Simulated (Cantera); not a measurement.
An adiabatic, constant-pressure homogeneous reactor starts with 10.9 % CH₃OH, 18.7 % O₂, 70.4 % N₂, equivalence ratio 0.87, at 1775 K and 27.6 atm.

Cantera simulation using GRI-Mech 3.0 (53 species, 325 reactions); the numbers are that mechanism's predictions, not measurements. GRI-Mech 3.0 was tuned for natural gas; its chemistry of methanol as a main component is partial and can be far from experiment. The pressure lies above the range GRI-Mech 3.0 was tuned for (to about 10 atm). Above 3000 K some thermodynamic fits are extrapolated.

**Question.** Predict: time of steepest temperature rise; temperature at 1.00 s; equilibrium temperature; x(O₂) at 1.00 s; x(O) at 1.00 s; x(H₂O₂) at 1.00 s.

**Answer.** 
```
Item                                                                Result
---------------------------------  ---------------------------------------
time of steepest temperature rise                                  1.90 µs
temperature at 1.00 s                                               3011 K
equilibrium temperature                                             3011 K
x(O₂) at 1.00 s                      0.0273 (gas-phase equilibrium 0.0273)
x(O) at 1.00 s                     0.00369 (gas-phase equilibrium 0.00369)
x(H₂O₂) at 1.00 s                  2.77e-6 (gas-phase equilibrium 2.77e-6)
```
